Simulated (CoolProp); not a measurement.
Vapour-liquid equilibrium of sulfur hexafluoride (1) + CH2F2 (R32) (2) at 288 K; x and y are mole fractions of (1).

Computed with CoolProp (multi-fluid Helmholtz-energy mixture model, Guder 2009 and Tillner-Roth 1997; pair parameters Bell 2016).

```csv
x,"bubble pressure, mixture model (MPa)","bubble pressure, Raoult's law (MPa)","y, mixture model","y, Raoult's law"
0.05,…,1.304,…,0.071
0.15,2.010,1.361,…,0.204
0.25,2.225,1.419,0.449,0.326
0.35,…,1.476,…,0.438
0.45,2.411,1.533,0.536,0.542
0.55,2.447,1.590,0.577,0.639
0.65,2.446,1.648,0.625,0.729
0.75,2.394,1.705,…,0.813
0.85,2.268,1.762,0.771,0.891
0.95,2.029,1.820,0.900,0.965
```

**Question.** What belongs in the gaps?

**Answer.** 
- 0.05, bubble pressure, mixture model (MPa): 1.599
- 0.05, y, mixture model: 0.197
- 0.15, y, mixture model: 0.371
- 0.35, bubble pressure, mixture model (MPa): 2.343
- 0.35, y, mixture model: 0.497
- 0.75, y, mixture model: 0.687

The largest gap from Raoult's law is +58.7 % in bubble pressure, at x = 0.35. y crosses x between x = 0.55 and 0.65: the model has an azeotrope there.

Pair parameters are fitted to limited data, so mixtures are less certain than the pure fluids. With so large a gap from Raoult's law the liquid may split in two, which this calculation doesn't test in full.
